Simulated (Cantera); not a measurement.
Input: 1 mol C₂H₄, 1.8 mol NH₃, 0.47 mol N₂, held at 2350 K and 4350 Torr.

Cantera equilibrium calculation (NASA polynomials, part measured and part estimated; ideal gas, pure solids and liquids). Rates play no part.

```tsv
species	before	after
H₂	0.755	0.750
N₂	0.215	0.214
HCN	0.0191	0.0190
H	0.00450	0.0108
C₂H₄	2.33e-5	3.97e-6
CH₄	0.000643	0.000109
NH₃	2.16e-5	3.69e-6
CH₃	7.13e-5	2.93e-5
CN	5.26e-6	1.27e-5
C₂H₂ (acetylene)	0.00416	0.00414
C(graphite), mol	1.82	1.82
```
Gas species are given as mole fractions.

Q: Name the change that produced these shifts.
A) pressure from 4350 Torr to 750 Torr
B) temperature from 2350 K to 2875 K
C) pressure from 4350 Torr to 1.00 Torr
D) temperature from 2350 K to 2698 K

A: A, pressure from 4350 Torr to 750 Torr
